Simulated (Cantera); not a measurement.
Feed: 1 mol Cr2O3, 47 mol H2, 2.8 mol H2O, at 1125 K and 0.530 bar.

Cantera equilibrium calculation (NASA polynomials, part measured and part estimated; ideal gas, pure solids and liquids). Candidate condensed phases: Cr, Cr2O3, H2O; 13 gas species. Rates play no part.

Base state: H2 0.944, H2O 0.0562 (mole fractions); condensed: Cr2O3(s).

Problem. What changes in the equilibrium state with this change: temperature from 1125 K to 2148.15 K?

Solution. 
| species | before | after |
|---|---|---|
| H2 | 0.944 | 0.932 |
| H2O | 0.0562 | 0.0596 |
| H | 5.93e-8 | 0.00553 |
| Cr | <1e-9 | 0.00246 |
| CrO | <1e-9 | 0.000124 |
| OH | <1e-9 | 4.56e-5 |
| Cr2O3(s), mol | 1.00 | 0.935 |
